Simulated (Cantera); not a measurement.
# Transport properties of process gases

Gas mixture: CH3OH = 0.31 (molar parts), at 0.285 Torr, frozen composition.

Cantera's kinetic-theory transport with the Lennard-Jones parameters of GRI-Mech 3.0, ideal gas; thermal conductivity in the mixture-averaged form. Polar gases are described roughly by these parameters. The composition is frozen, though it would react at the higher temperatures.

| T (K) | ρ (kg/m³) | cp (J/kg/K) | μ (µPa s) | λ (mW/m/K) | Pr | D (cm²/s) O | D (cm²/s) CH4 | D (cm²/s) NO |
|---|---|---|---|---|---|---|---|---|
| 400 | 0.000366 | 1604 | 13.1 | 28.2 | 0.745 | 1120 | 752 | 694 |
| 650 | 0.000225 | 2212 | 21.3 | 62.9 | 0.747 | 2670 | 1840 | 1670 |
| 900 | 0.000163 | 2643 | 28.6 | 101 | 0.746 | 4700 | 3290 | 2950 |
| 1150 | 0.000127 | 2978 | 35.2 | 139 | 0.751 | 7130 | 5030 | 4490 |
| 1400 | 0.000105 | 3214 | 41.1 | 176 | 0.751 | 9940 | 7040 | 6270 |
| 1650 | 8.88e-5 | 3388 | 46.5 | 210 | 0.750 | 13100 | 9290 | 8260 |
| 1900 | 7.71e-5 | 3514 | 51.5 | 242 | 0.748 | 16600 | 11800 | 10500 |
D: mixture-averaged diffusion coefficient of that species in the mixture.
